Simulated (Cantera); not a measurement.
Charge: 1 mol Cu, 0.011 mol CO2, 0.56 mol CO, equilibrated at 773 K and 57.0 Pa.

Method: chemical equilibrium by Gibbs-energy minimisation in Cantera with the NASA 1993 tables (ideal gas, pure condensed phases). Candidate condensed phases: C, Cu, CuO, Cu2O; 15 gas species. Kinetics and transport are ignored.

**Question.** What is the equilibrium state?

**Answer.** 
| Quantity | Value |
|---|---|
| x(CO) | 0.890 |
| x(CO2) | 0.110 |
| n(C(graphite)) | 0.0468 mol |
| n(Cu(s)) | 1.00 mol |
| gas amount | 0.5242 mol |
